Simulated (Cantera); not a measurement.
**CCl4 + CH4 + H2 (fluorocarbon and chlorocarbon gases)**

Feed: 1 mol CCl4, 0.78 mol CH4, 0.47 mol H2, at 0.00890 bar.

These are equilibrium values from Cantera (NASA tables, ideal gas, pure condensed phases), not measurements of a reactor. Candidate condensed phases: C, C6H6, C7H8, C8H18; 91 gas species. The tables' values for CCl are old estimates; treat these amounts as uncertain. Equilibrium is a limit: real reactors are often held back by kinetics, nucleation or transport.

| T (°C) | x Cl | x H | x HCl | x C | x H2 | x C3 | x C2 | x C2H | n C(graphite) |
|---|---|---|---|---|---|---|---|---|---|
| 2625 | 0.453 | 0.316 | 0.143 | 0.00208 | 0.0683 | 0.0114 | 0.00113 | 0.00214 | 1.44 |
| 2725 | 0.455 | 0.360 | 0.0869 | 0.00559 | 0.0468 | 0.0343 | 0.00348 | 0.00381 | 0.798 |
| 2825 | 0.447 | 0.387 | 0.0509 | 0.0119 | 0.0298 | 0.0588 | 0.00718 | 0.00449 | 0 |
| 2925 | 0.449 | 0.412 | 0.0313 | 0.0199 | 0.0193 | 0.0540 | 0.00954 | 0.00352 | 0 |
| 3025 | 0.447 | 0.426 | 0.0192 | 0.0318 | 0.0122 | 0.0477 | 0.0121 | 0.00265 | 0 |
| 3125 | 0.443 | 0.432 | 0.0118 | 0.0483 | 0.00768 | 0.0398 | 0.0145 | 0.00191 | 0 |
| 3225 | 0.437 | 0.433 | 0.00734 | 0.0697 | 0.00482 | 0.0307 | 0.0162 | 0.00130 | 0 |
x: gas mole fraction; n: condensed amount in mol.

From 2625 °C to 2725 °C the condensed part is C(graphite). From 2825 °C to 3225 °C nothing is condensed. The main C-bearing gas is C3 throughout.
